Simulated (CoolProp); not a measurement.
Carbonyl sulfide along the isotherm 110.75 °C: fugacity coefficient from the reference equation and from simpler models built on Tc = 105.6 °C, pc = 6369 kPa, ω = 0.098; each cubic takes its own stable root.

Computed with CoolProp (reference Helmholtz-energy equation of state, Lemmon 2006). It is a short technical equation, of lower accuracy than the large ones.

```csv
p (kPa),phase,reference
158,gas,0.9921
360,gas,0.9819
819,gas,0.9590
1860,gas,0.9074
4240,gas,0.7905
9650,supercritical,0.5055
22000,supercritical,0.2982
50000,supercritical,0.2344
```

How far does each simpler model (van der Waals, Redlich-Kwong, Soave-Redlich-Kwong, Peng-Robinson) lie from the reference over these 8 states: mean and median of the absolute difference, and the worst?


- van der Waals: mean 9.4 %, median 1.7 %, worst +45.2 % at 110.75 °C and 50000 kPa
- Redlich-Kwong: mean 1.9 %, median 0.2 %, worst +8.2 % at 110.75 °C and 50000 kPa
- Soave-Redlich-Kwong: mean 2.0 %, median 0.1 %, worst +8.7 % at 110.75 °C and 50000 kPa
- Peng-Robinson: mean 1.9 %, median 1.9 %, worst -5.5 % at 110.75 °C and 50000 kPa
